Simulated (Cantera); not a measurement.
Cantera run:

```python
import numpy as np
import cantera as ct

gas_names = """
    Hg N NO NO2 NO3 N2 N2O O O2 O3
""".split()
cond_names = """
    Hg(cr) Hg(L) HgO(s)
""".split()


# ... load() reads the species with a 1 bar reference pressure and builds the phases ...
atoms = {
    'HgO': {'Hg': 1, 'O': 1},
    'O2': {'O': 2},
    'N2': {'N': 2},
}
top_T = {}  # K; cautious upper limits of use, not melting points


# ... equilibrate(T, P, feed) seeds the gas with the atoms and calls Mixture.equilibrate('TP', solver="vcs", rtol=1e-11, max_steps=5000) ...
results = []
feed = {'HgO': 1, 'O2': 0.12, 'N2': 15}  # mol
T = 1425  # K
P = 1800  # Pa
mix = equilibrate(T, P, feed)
results.append((T, P, feed, dict(zip(mix.species_names, mix.species_moles))))
print(gas.report(threshold=1e-05))
for i in range(1, mix.n_phases):
    print(f"{mix.phase(i).name:16s} {mix.phase_moles(i):12.5e} mol")
```

It prints:

```
       temperature   1425 K
          pressure   1800 Pa
           density   0.0058561 kg/m^3
  mean mol. weight   38.546 kg/kmol
   phase of matter   gas

                          1 kg             1 kmol
                     ---------------   ---------------
          enthalpy        1.0074e+06        3.8833e+07  J
   internal energy        7.0005e+05        2.6984e+07  J
           entropy            7143.2        2.7534e+05  J/K
    Gibbs function       -9.1716e+06       -3.5353e+08  J
 heat capacity c_p             875.7             33755  J/K
 heat capacity c_v               660             25441  J/K

                      mass frac. Y      mole frac. X     chem. pot. / RT
                     ---------------   ---------------   ---------------
                Hg           0.31311          0.060168           -24.626
                NO        0.00029126        0.00037417           -32.452
                N2           0.65579           0.90234           -29.976
                O2          0.030811          0.037116           -34.929
     [   +6 minor]        1.0032e-06        2.1404e-06

Hg(L)             0.00000e+00 mol
```

These are equilibrium values from Cantera (NASA tables, ideal gas, pure condensed phases), not measurements of a reactor.
